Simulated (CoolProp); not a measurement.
Vapour-liquid equilibrium of nitrogen (1) + carbon monoxide (2) at 352 kPa; x and y are mole fractions of (1).

Computed with CoolProp (multi-fluid Helmholtz-energy mixture model, Span 2000 and Lemmon 2006; pair parameters Gernert 2013).

| x | bubble temperature (°C) | y at the bubble point | dew temperature at overall composition x (°C) | liquid density (mol/L) |
|---|---|---|---|---|
| 0.05 | -179.0 | 0.072 | -178.9 | 26.23 |
| 0.2 | -180.0 | 0.270 | -179.6 | 26.30 |
| 0.35 | -180.8 | 0.442 | -180.3 | 26.37 |
| 0.5 | -181.5 | 0.591 | -181.1 | 26.43 |
| 0.65 | -182.2 | 0.724 | -181.8 | 26.49 |
| 0.8 | -182.8 | 0.845 | -182.6 | 26.55 |
| 0.95 | -183.3 | 0.961 | -183.2 | 26.62 |

No azeotrope shows between x = 0.05 and 0.95.

The pair parameters rest on a limited set of measurements; away from them the model extrapolates.
